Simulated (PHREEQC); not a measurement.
Synthetic water in mg/L, 45 °C, pH 6.51, pe 2.2: Na 4490; K 1080; Ca 755; Mg 1350; Cl 38100; S(6) as SO4 1050; Alkalinity as HCO3 25.2; B 1.19.

Valence states are taken as typed.

Computed with PHREEQC (ion-association model, phreeqc.dat).

No solid was allowed to form.

### Question
Order these S species by the share of S that they hold, largest first: NaSO4-, MgSO4, CaSO4, KSO4-, SO4-2.

### Answer
SO4-2 (48 %), MgSO4 (35 %), NaSO4- (9.4 %), CaSO4 (5.7 %), KSO4- (1.9 %)

The pH is 6.51 and the ionic strength 0.838 mol/kgw. The ionic strength is past about 0.7 mol/kgw, beyond the range of this activity model, so the values are rough. Constants without temperature data keep their 25 °C values here.
